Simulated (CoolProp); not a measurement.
Ethanol along the isotherm 432.5 K: density (kg/m³) from the reference equation and from simpler models built on Tc = 514.7 K, pc = 6.268 MPa, ω = 0.644; each cubic takes its own stable root.

Model: reference Helmholtz-energy equation of state, Schroeder 2014, in CoolProp.

| p (MPa) | phase | reference |
|---|---|---|
| 0.0297 | gas | 0.3817 |
| 0.0529 | gas | 0.6817 |
| 0.094 | gas | 1.217 |
| 0.167 | gas | 2.181 |
| 0.297 | gas | 3.939 |
| 0.529 | gas | 7.229 |
| 0.94 | gas | 13.65 |
| 1.67 | liquid | 635.9 |
| 2.97 | liquid | 639.8 |
| 5.29 | liquid | 646.2 |
| 9.4 | liquid | 656.2 |

Problem. How far does each simpler model (van der Waals, Redlich-Kwong, Soave-Redlich-Kwong, Peng-Robinson) lie from the reference over these 11 states: mean and median of the absolute difference, and the worst?

Solution. 
- van der Waals: mean 26.3 %, median 2.4 %, worst -96.1 % at 432.5 K and 1.67 MPa
- Redlich-Kwong: mean 16.4 %, median 1.4 %, worst -95.9 % at 432.5 K and 1.67 MPa
- Soave-Redlich-Kwong: mean 6.9 %, median 0.5 %, worst -18.8 % at 432.5 K and 1.67 MPa
- Peng-Robinson: mean 2.9 %, median 0.1 %, worst -7.9 % at 432.5 K and 1.67 MPa

At some of these states van der Waals, Redlich-Kwong gives the other phase, because its saturation line lies elsewhere.
